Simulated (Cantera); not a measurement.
Input (Python, Cantera):

```python
import numpy as np
import cantera as ct

gas = ct.Solution("gri30.yaml")
gas.TPX = 1175, 2500, {'H2': 0.47, 'O2': 1, 'N2': 0.009}
reactor = ct.IdealGasConstPressureReactor(gas, energy="off", clone=False)
net = ct.ReactorNet([reactor])
net.rtol, net.atol = 1e-08, 1e-18
show = ['H2', 'O2', 'O', 'H2O2', 'H', 'H2O']
times = np.geomspace(2e-06, 100, 10)

steps = ct.SolutionArray(gas, extra=["t"])
rows = []
print(f"{'t/s':>10s}{'T/K':>9s}{'P/Pa':>11s}" + "".join(f"{s:>11s}" for s in show))
for t in times:
    while net.time < t:
        t_next = net.step()
        steps.append(gas.state, t=t_next)
    rows.append([np.interp(t, steps.t, y) for y in (steps.T, steps.P, *steps(*show).X.T)])
    print(f"{t:10.3e}{rows[-1][0]:9.1f}{rows[-1][1]:11.4g}" + "".join(f"{x:11.3e}" for x in rows[-1][2:]))
rate = np.gradient(steps.T, steps.t)
print("integrator steps:", len(steps.t))
if steps.T.max() > steps.T[0] + 200:
    print(f"time of steepest temperature rise: {steps.t[rate.argmax()]:.4e} s")
gas.TPX = 1175, 2500, {'H2': 0.47, 'O2': 1, 'N2': 0.009}
gas.equilibrate("TP")
print(f"equilibrium (TP): T = {gas.T:.1f} K  " + "  ".join(f"{s} {gas[s].X[0]:.3e}" for s in show))
```

Output:

```
       t/s      T/K       P/Pa         H2         O2          O       H2O2          H        H2O
 2.000e-06   1175.0       2500  3.178e-01  6.761e-01  1.186e-11  1.767e-14  4.459e-10  1.343e-12
 1.434e-05   1175.0       2500  3.178e-01  6.761e-01  4.980e-10  9.062e-13  3.114e-09  3.425e-10
 1.028e-04   1175.0       2500  3.178e-01  6.761e-01  2.986e-08  4.678e-11  7.868e-08  8.549e-08
 7.368e-04   1175.0       2500  6.669e-02  5.535e-01  5.295e-02  1.083e-06  1.208e-01  1.850e-01
 5.282e-03   1175.0       2500  4.652e-03  6.012e-01  1.288e-02  1.457e-06  8.946e-03  3.594e-01
 3.786e-02   1175.0       2500  5.437e-05  6.146e-01  1.492e-04  3.178e-07  1.070e-05  3.773e-01
 2.714e-01   1175.0       2500  2.243e-06  6.149e-01  6.854e-06  4.302e-08  1.048e-07  3.777e-01
 1.946e+00   1175.0       2500  2.082e-07  6.149e-01  6.664e-07  6.352e-09  3.167e-09  3.778e-01
 1.395e+01   1175.0       2500  3.222e-08  6.149e-01  1.036e-07  1.206e-09  1.970e-10  3.778e-01
 1.000e+02   1175.0       2500  2.292e-08  6.149e-01  7.289e-08  8.930e-10  1.182e-10  3.778e-01
integrator steps: 2144
equilibrium (TP): T = 1175.0 K  H2 2.292e-08  O2 6.149e-01  O 7.289e-08  H2O2 8.930e-10  H 1.182e-10  H2O 3.778e-01
```

Cantera simulation using GRI-Mech 3.0 (53 species, 325 reactions); the numbers are that mechanism's predictions, not measurements. Radical loss at walls, strong at low pressure, is not modelled. The temperature is held fixed by assumption; the heat of reaction is taken as removed at once.
